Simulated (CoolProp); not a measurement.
Properties of methanol along the isobar 19700 kPa.

Computed with CoolProp (reference Helmholtz-energy equation of state, de Reuck 1993).

```
T (K)   phase  density (kg/m³)  Joule-Thomson coefficient (K/MPa)
-----  ------  ---------------  ---------------------------------
195.1  liquid            895.6                            -0.4039
205.4  liquid            886.0                            -0.4004
215.7  liquid            876.5                            -0.3966
226    liquid            867.0                            -0.3920
236.4  liquid            857.6                            -0.3868
246.7  liquid            848.4                            -0.3809
257    liquid            839.3                            -0.3743
267.3  liquid            830.3                            -0.3669
277.6  liquid            821.4                            -0.3585
287.9  liquid            812.6                            -0.3490
298.2  liquid            803.8                            -0.3385
308.6  liquid            795.0                            -0.3267
```
